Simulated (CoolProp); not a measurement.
Saturated liquid density (kg/m³) of isobutane: the reference equation beside estimates from Tc = 407.8 K, pc = 3.629 MPa, ω = 0.184. Rackett uses Z = 0.29056 − 0.08775 ω.

Model: reference Helmholtz-energy equation of state, Bücker 2006, in CoolProp.

```tsv
T (K)	reference	Rackett	van der Waals	Redlich-Kwong	Soave-Redlich-Kwong	Peng-Robinson
271.5	582.5	583.4	365.3	532.9	545.8	617.5
279.2	573.6	574.3	359.8	523.1	536.5	607.3
286.9	564.5	565.1	354.0	512.8	526.8	596.6
294.5	555.2	555.7	348.1	502.3	516.7	585.5
302.2	545.5	545.8	341.8	491.2	505.9	573.6
309.9	535.5	535.7	335.4	479.6	494.6	561.0
317.5	525.3	525.3	328.7	467.6	482.9	547.8
325.2	514.4	514.3	321.6	454.8	470.2	533.6
332.9	503.1	502.8	314.1	441.4	456.8	518.4
340.6	491.1	490.7	306.3	427.2	442.6	502.2
348.2	478.6	478.1	298.0	412.4	427.5	484.9
```

Absolute difference from the reference over all 11 rows, mean and median: Rackett 0.1 and 0.1 %, van der Waals 37.4 and 37.4 %, Redlich-Kwong 10.7 and 10.4 %, Soave-Redlich-Kwong 8.0 and 7.6 %, Peng-Robinson 4.3 and 4.8 %.
